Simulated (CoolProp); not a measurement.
Propylene at 293.15 K and 1.63 MPa flows at 7.1 m/s in a round tube of 25 mm bore and 1.5 µm roughness, fully developed (64/Re and Nu = 3.66 if laminar; Colebrook and Gnielinski if turbulent). Each further row changes one setting.

Computed with CoolProp (reference Helmholtz-energy equation of state, Lemmon 2013).

| case | Reynolds number | Darcy friction factor | pressure drop (Pa/m) | heat-transfer coefficient (W/(m² K)) | mass flow (kg/h) |
|---|---|---|---|---|---|
| as stated | 911000 | ___ | ___ | 11200 | ___ |
| velocity 14.2 m/s | 1820000 | ___ | 25300 | ___ | 13000 |
| diameter 50 mm | 1820000 | ___ | ___ | 10000 | ___ |

Task: What belongs in the gaps?

Result: 
- as stated, Darcy friction factor: 0.0130
- as stated, pressure drop (Pa/m): 6750
- as stated, mass flow (kg/h): 6480
- velocity 14.2 m/s, Darcy friction factor: 0.0121
- velocity 14.2 m/s, heat-transfer coefficient (W/(m² K)): 21200
- diameter 50 mm, Darcy friction factor: 0.0114
- diameter 50 mm, pressure drop (Pa/m): 2980
- diameter 50 mm, mass flow (kg/h): 25900

Viscosity comes from a separate model (Huber 2003), an estimate that may be off by 10 % or more. Thermal conductivity comes from a separate model (Huber 2003), an estimate that may be off by 10 % or more.
